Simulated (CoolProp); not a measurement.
Aqueous lithium chloride as a coolant, 23 % by mass, freezing at -58.3 °C, 1 atm.

Values from CoolProp's Melinder's fits for secondary coolants.

| T (°C) | cp (kJ/(kg K)) | viscosity (mPa s) | density (kg/m³) | conductivity (W/(m K)) |
|---|---|---|---|---|
| -23.8 | 2.883 | 10.3 | 1144 | 0.487 |
| -19.5 | 2.911 | 8.48 | 1144 | 0.493 |
| -15.1 | 2.940 | 7.06 | 1143 | 0.499 |
| -10.7 | 2.970 | 5.95 | 1142 | 0.505 |
| -6.3 | 2.999 | 5.07 | 1141 | (withheld) |
| -1.9 | 3.028 | 4.37 | 1140 | 0.517 |
| 2.5 | 3.057 | 3.81 | (withheld) | 0.522 |
| 6.9 | 3.086 | 3.35 | 1138 | (withheld) |
| 11.3 | 3.115 | 2.98 | 1137 | 0.534 |
| 15.7 | 3.145 | (withheld) | 1136 | 0.540 |
| 20 | 3.173 | 2.42 | 1134 | 0.546 |
| 24.4 | 3.202 | 2.20 | 1133 | 0.551 |
| 28.8 | 3.231 | 2.02 | 1131 | 0.557 |
| 33.2 | 3.259 | 1.86 | 1130 | 0.563 |

**Question.** Complete the blanks.

**Answer.** 
- -6.3, conductivity (W/(m K)): 0.511
- 2.5, density (kg/m³): 1139
- 6.9, conductivity (W/(m K)): 0.528
- 15.7, viscosity (mPa s): 2.67
